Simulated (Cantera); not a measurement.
An isothermal, constant-pressure homogeneous reactor starts with 6.98 % H2, 5.81 % O2, 87.2 % N2, at 1400 K and 0.120 bar.

Detailed kinetics in Cantera: GRI-Mech 3.0 (53 species, 325 reactions). The temperature is held fixed by assumption; the heat of reaction is taken as removed at once.

x: mole fraction; the columns are a selection and need not sum to one.

```csv
t (s),x H2,x O2,x H2O,x H2O2,x NO,x O
0.000400,0.0530,0.0506,0.0114,6.99e-8,…,0.00212
0.000970,0.00812,0.0285,0.0463,1.69e-7,…,0.0103
0.00235,0.00712,0.0275,0.0519,1.80e-7,…,0.00778
0.00570,0.00500,0.0259,0.0601,1.86e-7,…,0.00445
0.0138,0.00222,0.0245,0.0677,1.55e-7,1.83e-5,0.00165
0.0335,0.000521,0.0240,0.0712,7.93e-8,1.88e-5,0.000361
0.0812,8.51e-5,0.0240,0.0720,2.56e-8,1.88e-5,5.83e-5
0.197,1.63e-5,0.0241,0.0722,7.42e-9,1.88e-5,1.12e-5
0.478,4.25e-6,0.0241,0.0722,2.40e-9,1.88e-5,2.95e-6
1.16,1.46e-6,0.0241,0.0723,9.31e-10,1.88e-5,1.02e-6
2.81,7.34e-7,0.0241,0.0723,5.08e-10,1.88e-5,5.13e-7
6.81,6.15e-7,0.0241,0.0723,4.36e-10,1.88e-5,4.29e-7
16.5,6.12e-7,0.0241,0.0723,4.34e-10,1.88e-5,4.27e-7
40.0,6.12e-7,0.0241,0.0723,4.34e-10,1.88e-5,4.27e-7
```

Task: Some entries are withheld; supply them.

Result: 
- 0.000400, x NO: 5.84e-9
- 0.000970, x NO: 3.19e-6
- 0.00235, x NO: 9.26e-6
- 0.00570, x NO: 1.54e-5
